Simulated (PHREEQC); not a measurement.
A column of 0.2 m (30 cells, dispersivity 0.01 m, 720 s a shift, diffusion coefficient 3e-10 m²/s) holds 0.0089 eq of the database's cation exchanger X per kg of pore water, first in equilibrium with 0.08 mol/kgw KBr, 0.09 mol/kgw LiCl and 1e-05 mol/kgw HCl. It is flushed with 0.0017 mol/kgw NaCl, 0.0043 mol/kgw KBr and 1e-05 mol/kgw HCl, at 40 °C. Values are for the last cell. CO2 from the air is kept out. Precipitation was switched off in this run.

Equilibrium calculation in PHREEQC: ion-association model, phreeqc.dat.

Task: Predict Na in solution (mol/kgw), Li in solution (mol/kgw) at pore volumes = 0, 1.35, 1.85.

Result: 
```
pore volumes  Na in solution (mol/kgw)  Li in solution (mol/kgw)
------------  ------------------------  ------------------------
0                                    0                    0.0900
1.35                          0.000985                    0.0129
1.85                           0.00115                   0.00255
```

Constants without temperature data keep their 25 °C values here.
